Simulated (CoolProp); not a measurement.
Fluoroethane (R161) along the isotherm 12.35 °C: density (kg/m³) from the reference equation and from simpler models built on Tc = 102.1 °C, pc = 50.10 bar, ω = 0.216; each cubic takes its own stable root.

The numbers come from the reference Helmholtz-energy equation of state, Wu 2012 in CoolProp.

```csv
p (bar),phase,reference
4.55,gas,10.09
9.09,liquid,737.2
13.6,liquid,738.4
18.2,liquid,739.6
22.7,liquid,740.7
27.3,liquid,741.8
31.8,liquid,742.9
36.4,liquid,743.9
40.9,liquid,745.0
45.5,liquid,746.0
50,liquid,747.0
```

Task: How far does each simpler model (van der Waals, Redlich-Kwong, Soave-Redlich-Kwong, Peng-Robinson) lie from the reference over these 11 states: mean and median of the absolute difference, and the worst?

Result: 
- van der Waals: mean 48.9 %, median 42.8 %, worst -97.2 % at 12.35 °C and 9.09 bar
- Redlich-Kwong: mean 17.2 %, median 18.6 %, worst -19.4 % at 12.35 °C and 9.09 bar
- Soave-Redlich-Kwong: mean 14.5 %, median 15.7 %, worst -16.2 % at 12.35 °C and 9.09 bar
- Peng-Robinson: mean 4.3 %, median 4.6 %, worst -4.9 % at 12.35 °C and 9.09 bar

At some of these states van der Waals gives the other phase, because its saturation line lies elsewhere.
